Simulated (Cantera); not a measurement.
Charge: 1 mol SiH2Cl2, 1.4 mol NH3, at 1352 °C and 0.790 bar.

These are equilibrium values from Cantera (NASA tables, ideal gas, pure condensed phases), not measurements of a reactor. Candidate condensed phases: NH4Cl, Si, Si3N4; 28 gas species. The tables' values for SiCl3 are old estimates; treat these amounts as uncertain. Equilibrium is a limit: real reactors are often held back by kinetics, nucleation or transport.

Base state: H2 0.580, HCl 0.311, N2 0.0485, SiCl2 0.0305, SiCl4 0.0132, SiCl3 0.0131, SiHCl3 0.00383, SiH2Cl2 0.000188 (mole fractions); condensed: Si3N4(s).

Problem. What changes in the equilibrium state with this change: pressure from 0.790 bar to 13.3 mbar?

Solution. 
```
species         before     after
-------------  -------  --------
H2               0.580     0.593
HCl              0.311     0.195
SiCl2           0.0305     0.118
N2              0.0485    0.0893
SiCl4           0.0132  0.000330
SiCl3           0.0131   0.00410
SiCl           1.07e-6   5.14e-5
SiHCl3         0.00383  0.000157
Si3N4(s), mol    0.248     0.149
```
The tables' values for SiCl3, SiCl are old estimates; treat these amounts as uncertain.

Problem. What changes in the equilibrium state with this change: SiH2Cl2 replaced by SiF4?

Solution. 
```csv
species,before,after
H2,0.580,0.534
SiF4,0,0.240
N2,0.0485,0.183
HCl,0.311,0
SiCl2,0.0305,0
HF,0,0.0215
SiF3,0,0.0138
SiCl4,0.0132,0
SiCl3,0.0131,0
SiHF3,0,0.00672
SiHCl3,0.00383,0
SiF2,0,0.000370
SiH2Cl2,0.000188,0
SiH2F2,0,8.38e-5
"Si3N4(s), mol",0.248,0
```
The tables' values for SiF3, SiF2 are old estimates; treat these amounts as uncertain.
